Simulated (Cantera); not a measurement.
What does this Cantera script print?

```python
import numpy as np
import cantera as ct

gas_names = """
    B BCL BCLF BCL2 BCL3 BF BF2 BF3 BH BHF2 BH2 BH3 BN B2 CL CLF CLF3 CL2 F F2 H HCL HF H2 H2F2 H3F3
    H4F4 H5F5 H6F6 H7F7 N NF NF2 NF3 NH NH2 NH3 N2 N2H2 N2H4
""".split()
cond_names = """
    B(b) B(L) BN(s) NH4CL(a) NH4CL(b)
""".split()


def load(file, names, dense=False):
    # The tables refer to 1 bar. Condensed volumes are neglected.
    table = {s.name: s for s in ct.Species.list_from_file(file)}
    out = []
    for n in names:
        d = dict(table[n].input_data)
        d["thermo"] = dict(d["thermo"], **{"reference-pressure": 1e5})
        if dense:
            d["equation-of-state"] = {"model": "constant-volume", "density": "1e6 g/cm^3"}
        out.append(ct.Species.from_dict(d))
    return out


gas = ct.Solution(thermo="ideal-gas", species=load("nasa_gas.yaml", gas_names))
cond = {s.name: ct.Solution(thermo="fixed-stoichiometry", species=[s], name=s.name)
        for s in load("nasa_condensed.yaml", cond_names, dense=True)}
atoms = {
    'BN': {'B': 1, 'N': 1},
    'HCl': {'H': 1, 'CL': 1},
    'N2': {'N': 2},
    'F2': {'F': 2},
}
top_T = {'BN(s)': 3200}  # K; cautious upper limits of use, not melting points


def equilibrate(T, P, feed):
    n = {}
    for name, mol in feed.items():
        for a, k in atoms[name].items():
            n[a] = n.get(a, 0.0) + k * mol
    gas.TPX = T, P, n
    mass = sum(n.values()) * gas.mean_molecular_weight
    gas.equilibrate("TP")
    valid = [c for c in cond.values() if c.min_temp <= T <= top_T.get(c.name, c.max_temp)]
    mix = ct.Mixture([(gas, mass / gas.mean_molecular_weight)] + [(c, 0.0) for c in valid])
    mix.T, mix.P = T, P
    mix.equilibrate("TP", solver="vcs", rtol=1e-11, max_steps=5000)
    return mix


results = []
feed = {'BN': 1, 'HCl': 28, 'N2': 2.4, 'F2': 19}  # mol
P = 10000  # Pa
for T in [1173, 1223, 1273, 1323, 1373, 1423, 1473, 1523, 1573, 1623]:
    mix = equilibrate(T, P, feed)
    results.append((T, P, feed, dict(zip(mix.species_names, mix.species_moles))))
    x = sorted(zip(gas.X, gas.species_names), reverse=True)
    print(f"T = {T:g} K  P = {P:g} Pa  gas = {mix.phase_moles(0):.4g} mol")
    print("   x: " + "  ".join(f"{s} {v:.3e}" for v, s in x if v > 0.0001))
    print("   condensed (mol): " + ("  ".join(f"{mix.phase(i).name} {mix.phase_moles(i):.4g}"
          for i in range(1, mix.n_phases) if mix.phase_moles(i) > 1e-12) or "none"))
```

It prints:

```
T = 1173 K  P = 10000 Pa  gas = 49.56 mol
   x: HF 5.650e-01  CL2 2.100e-01  CLF 1.399e-01  N2 5.851e-02  BF3 2.018e-02  CL 5.133e-03  F 1.327e-03
   condensed (mol): none
T = 1223 K  P = 10000 Pa  gas = 49.67 mol
   x: HF 5.637e-01  CL2 2.082e-01  CLF 1.386e-01  N2 5.838e-02  BF3 2.013e-02  CL 8.632e-03  F 2.309e-03
   condensed (mol): none
T = 1273 K  P = 10000 Pa  gas = 49.84 mol
   x: HF 5.618e-01  CL2 2.056e-01  CLF 1.366e-01  N2 5.818e-02  BF3 2.006e-02  CL 1.391e-02  F 3.836e-03
   condensed (mol): none
T = 1323 K  P = 10000 Pa  gas = 50.09 mol
   x: HF 5.589e-01  CL2 2.019e-01  CLF 1.336e-01  N2 5.789e-02  CL 2.156e-02  BF3 1.996e-02  F 6.102e-03
   condensed (mol): none
T = 1373 K  P = 10000 Pa  gas = 50.45 mol
   x: HF 5.550e-01  CL2 1.967e-01  CLF 1.294e-01  N2 5.748e-02  CL 3.224e-02  BF3 1.982e-02  F 9.323e-03
   condensed (mol): none
T = 1423 K  P = 10000 Pa  gas = 50.94 mol
   x: HF 5.497e-01  CL2 1.897e-01  CLF 1.238e-01  N2 5.693e-02  CL 4.661e-02  BF3 1.963e-02  F 1.370e-02
   condensed (mol): none
T = 1473 K  P = 10000 Pa  gas = 51.58 mol
   x: HF 5.428e-01  CL2 1.806e-01  CLF 1.164e-01  CL 6.525e-02  N2 5.622e-02  BF3 1.939e-02  F 1.939e-02
   condensed (mol): none
T = 1523 K  P = 10000 Pa  gas = 52.41 mol
   x: HF 5.342e-01  CL2 1.692e-01  CLF 1.072e-01  CL 8.852e-02  N2 5.533e-02  F 2.642e-02  BF3 1.908e-02
   condensed (mol): none
T = 1573 K  P = 10000 Pa  gas = 53.44 mol
   x: HF 5.239e-01  CL2 1.555e-01  CL 1.164e-01  CLF 9.638e-02  N2 5.427e-02  F 3.470e-02  BF3 1.871e-02  HCL 1.004e-04
   condensed (mol): none
T = 1623 K  P = 10000 Pa  gas = 54.66 mol
   x: HF 5.121e-01  CL 1.485e-01  CL2 1.397e-01  CLF 8.426e-02  N2 5.306e-02  F 4.392e-02  BF3 1.829e-02  HCL 1.371e-04
   condensed (mol): none
```

Equilibrium computed with Cantera from the NASA thermochemical tables; the gas is ideal and each condensed phase is pure.
